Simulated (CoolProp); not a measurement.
A single-stage vapour-compression cycle with c-C4F8 (RC318): evaporating at 316.15 K (dew point), condensing at 368.15 K (bubble point), superheat 8 K, subcooling 0 K, compressor efficiency 0.7, no pressure losses. Each further row changes one setting.

The numbers come from the reference Helmholtz-energy equation of state, Platzer 1990 in CoolProp. This equation is an older, rougher fit; its heat capacities, sound speeds and derivatives of the liquid may be far off and weren't checked against measurements.

| case | cooling COP | pressure ratio | discharge temperature (K) | refrigerating effect (kJ/kg) | volumetric capacity (kJ/m³) |
|---|---|---|---|---|---|
| as stated | 1.98 | 3.46 | 368.1 | 36.5 | 1680 |
| evaporating temperature 321.15 K | 2.42 | 3.02 | 368.1 | 39.9 | 2100 |
| condensing temperature 363.15 K | 2.54 | 3.12 | 363.1 | 43.6 | 2000 |
| subcooling 5 K | 2.38 | 3.46 | 368.1 | 44.0 | 2020 |
| superheat 18 K | 2.27 | 3.46 | 374.1 | 45.4 | 1980 |
| compressor efficiency 0.6 | 1.70 | 3.46 | 368.4 | 36.5 | 1680 |

The compression ends wet for: as stated; evaporating temperature 321.15 K; condensing temperature 363.15 K; subcooling 5 K.
